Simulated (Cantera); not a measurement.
Feed: 1 mol AlN, a varied amount of HCl, 43 mol H₂, held at 700 K and 0.00740 bar.

Equilibrium computed with Cantera from the NASA thermochemical tables; the gas is ideal and each condensed phase is pure. Candidate condensed phases: Al, AlCl₃, AlN, NH₄Cl; 20 gas species. Rates play no part.

x: gas mole fraction; n: condensed amount in mol.

```json
[
 {"n(HCl) (mol)": "6.1", "x H₂": "0.904", "x HCl": "0.0675", "x AlCl₃": "0.0187", "x N₂": "…", "x Al₂Cl₆": "0.000112", "x NH₃": "5.80e-6", "n AlN(s)": "0.0705"},
 {"n(HCl) (mol)": "16", "x H₂": "0.754", "x HCl": "0.220", "x AlCl₃": "0.0168", "x N₂": "…", "x Al₂Cl₆": "9.01e-5", "x NH₃": "4.18e-6", "n AlN(s)": "0"},
 {"n(HCl) (mol)": "25", "x H₂": "0.654", "x HCl": "0.324", "x AlCl₃": "0.0146", "x N₂": "…", "x Al₂Cl₆": "6.80e-5", "x NH₃": "3.15e-6", "n AlN(s)": "0"},
 {"n(HCl) (mol)": "35", "x H₂": "0.571", "x HCl": "0.410", "x AlCl₃": "0.0127", "x N₂": "…", "x Al₂Cl₆": "5.18e-5", "x NH₃": "2.39e-6", "n AlN(s)": "0"},
 {"n(HCl) (mol)": "44", "x H₂": "0.512", "x HCl": "0.471", "x AlCl₃": "0.0114", "x N₂": "…", "x Al₂Cl₆": "4.17e-5", "x NH₃": "1.92e-6", "n AlN(s)": "0"},
 {"n(HCl) (mol)": "54", "x H₂": "0.459", "x HCl": "0.526", "x AlCl₃": "0.0102", "x N₂": "…", "x Al₂Cl₆": "3.36e-5", "x NH₃": "1.55e-6", "n AlN(s)": "0"},
 {"n(HCl) (mol)": "63", "x H₂": "0.420", "x HCl": "0.566", "x AlCl₃": "0.00938", "x N₂": "…", "x Al₂Cl₆": "2.82e-5", "x NH₃": "1.30e-6", "n AlN(s)": "0"},
 {"n(HCl) (mol)": "73", "x H₂": "0.384", "x HCl": "0.603", "x AlCl₃": "0.00857", "x N₂": "…", "x Al₂Cl₆": "2.35e-5", "x NH₃": "1.08e-6", "n AlN(s)": "0"}
]
```

Task: Fill in the missing entries.

Result: 
- 6.1, x N₂: 0.00946
- 16, x N₂: 0.00847
- 25, x N₂: 0.00735
- 35, x N₂: 0.00641
- 44, x N₂: 0.00575
- 54, x N₂: 0.00515
- 63, x N₂: 0.00472
- 73, x N₂: 0.00431
